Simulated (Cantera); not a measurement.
Input (Python, Cantera):

```python
import numpy as np
import cantera as ct

gas = ct.Solution("gri30.yaml")
gas.TPX = 300, 101325, {'CH4': 1, 'C2H6': 0.11, 'C3H8': 0.1, 'O2': 7.04, 'N2': 26.5}
inlet = ct.Reservoir(gas, clone=True)
gas.equilibrate("HP")  # start burning
reactor = ct.IdealGasConstPressureReactor(gas, energy="on", clone=False)
exhaust = ct.Reservoir(gas, clone=True)
tau = [0.035, 0.015, 0.0066, 0.0029, 0.0012, 0.00054, 0.00023, 0.0001, 4.4e-05, 1.9e-05][0]
for a, b in ((inlet, reactor), (reactor, exhaust)):
    ct.MassFlowController(a, b, mdot=lambda t: reactor.mass / tau)
net = ct.ReactorNet([reactor])
show = ['CH4', 'C2H6', 'C3H8', 'NO', 'CH2', 'CO']

rows = []
print(f"{'tau/s':>10s}{'T/K':>9s}" + "".join(f"{s:>11s}" for s in show))
for tau in [0.035, 0.015, 0.0066, 0.0029, 0.0012, 0.00054, 0.00023, 0.0001, 4.4e-05, 1.9e-05]:
    net.initial_time = 0.0
    net.advance(30 * tau)
    before = gas.X
    net.advance(40 * tau)
    drift = np.max(np.abs(gas.X - before) / (gas.X + 1e-9))
    rows.append([gas.T, *gas[show].X, drift])
    print(f"{tau:10.3e}{gas.T:9.1f}" + "".join(f"{x:11.3e}" for x in gas[show].X))
```

Output:

```
     tau/s      T/K        CH4       C2H6       C3H8         NO        CH2         CO
 3.500e-02   1282.8  1.575e-04  4.551e-06  4.183e-06  1.216e-07  2.755e-08  2.250e-03
 1.500e-02    300.0  2.878e-02  3.165e-03  2.878e-03 -6.079e-26 -2.281e-34 -3.045e-17
 6.600e-03    300.0  2.878e-02  3.165e-03  2.878e-03 -5.701e-29  7.756e-38 -2.856e-20
 2.900e-03    300.0  2.878e-02  3.165e-03  2.878e-03 -3.601e-30 -1.026e-38 -1.804e-21
 1.200e-03    300.0  2.878e-02  3.165e-03  2.878e-03 -2.275e-31 -1.007e-39 -1.140e-22
 5.400e-04    300.0  2.878e-02  3.165e-03  2.878e-03 -1.437e-32 -4.611e-41 -7.199e-24
 2.300e-04    300.0  2.878e-02  3.165e-03  2.878e-03 -9.077e-34 -3.666e-42 -4.547e-25
 1.000e-04    300.0  2.878e-02  3.165e-03  2.878e-03 -5.733e-35 -1.167e-42 -2.872e-26
 4.400e-05    300.0  2.878e-02  3.165e-03  2.878e-03 -3.622e-36  4.029e-43 -1.814e-27
 1.900e-05    300.0  2.878e-02  3.165e-03  2.878e-03 -2.288e-37 -4.505e-44 -1.146e-28
```

Model: GRI-Mech 3.0 (53 species, 325 reactions), integrated in Cantera.
